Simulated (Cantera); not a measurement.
An isothermal, constant-pressure homogeneous reactor starts with C₂H₆ : N₂ = 1 : 86 (molar parts), at 1850 K and 0.480 bar. Integrator tolerance rtol = 1e-08.

Model: GRI-Mech 3.0 (53 species, 325 reactions), integrated in Cantera. GRI-Mech 3.0 stops at C3 and has no aromatics, soot or wall deposition, so with more carbon than oxygen in the feed, carbon stays in small species such as C2H2 where larger ones or solid carbon would form.

Task: What does this change do: 1.6 parts H2O added?

Result: 
```csv
quantity,before,after
x(C₂H₆) at 2.00 s,1.62e-11 (gas-phase equilibrium 2.07e-12),4.04e-9 (gas-phase equilibrium <1e-12)
x(H₂) at 2.00 s,0.0224 (gas-phase equilibrium 0.0224),0.0453 (gas-phase equilibrium 0.0476)
x(CH₂) at 2.00 s,3.65e-9 (gas-phase equilibrium 1.36e-9),5.05e-8 (gas-phase equilibrium 4.20e-10)
x(H) at 2.00 s,0.000117 (gas-phase equilibrium 0.000117),0.000169 (gas-phase equilibrium 0.000171)
x(C₂H₂) at 2.00 s,0.0112 (gas-phase equilibrium 0.00107),0.00273 (gas-phase equilibrium 4.81e-5)
x(C₂H) at 2.00 s,6.28e-7 (gas-phase equilibrium 6.04e-8),1.09e-7 (gas-phase equilibrium 1.85e-9)
```
